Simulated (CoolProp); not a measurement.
Saturation properties of R152A.

Model: reference Helmholtz-energy equation of state, Outcalt 1996, in CoolProp. It is a modified Benedict-Webb-Rubin equation, recast in Helmholtz form.

| T (K) | p (kPa) | liquid density (kg/m³) | vapour density (kg/m³) | liquid cp (kJ/(kg K)) | liquid viscosity (µPa s) | liquid conductivity (mW/(m K)) |
|---|---|---|---|---|---|---|
| 248.8 | 99.86 | ? | 3.330 | 1.624 | 295 | 124 |
| 259.7 | 158.3 | 988.8 | 5.141 | ? | 256 | 119 |
| 270.5 | 239.8 | 965.1 | 7.625 | 1.688 | 224 | 114 |
| 281.4 | 351.6 | 940.2 | 11.01 | 1.727 | 196 | ? |
| 292.2 | 498.1 | 914.3 | 15.46 | 1.772 | ? | 104 |
| 303.1 | 688.8 | 886.7 | 21.33 | 1.826 | 152 | 98.9 |
| 313.9 | 927.6 | 857.6 | 28.87 | 1.890 | 134 | 94.2 |
| 324.8 | 1227 | 825.8 | 38.72 | 1.971 | 118 | 89.6 |
| 335.6 | 1589 | 791.2 | ? | ? | 104 | 85.0 |
| 346.5 | 2031 | ? | 68.29 | 2.234 | ? | 80.4 |
| 357.4 | 2560 | 706.4 | 91.29 | 2.486 | 78.6 | 75.8 |
| 368.2 | 3182 | 650.6 | 124.4 | 2.998 | 67.1 | 71.2 |

Problem. Complete the blanks.

Solution. 
- 248.8, liquid density (kg/m³): 1012
- 259.7, liquid cp (kJ/(kg K)): 1.654
- 281.4, liquid conductivity (mW/(m K)): 109
- 292.2, liquid viscosity (µPa s): 173
- 335.6, vapour density (kg/m³): 51.40
- 335.6, liquid cp (kJ/(kg K)): 2.078
- 346.5, liquid density (kg/m³): 752.0
- 346.5, liquid viscosity (µPa s): 90.7

It boils at 249.1 K under 1 atm.

Viscosity comes from a separate model (Bell 2016), an estimate that may be off by 10 % or more. Thermal conductivity comes from a separate model (Krauss 1996).
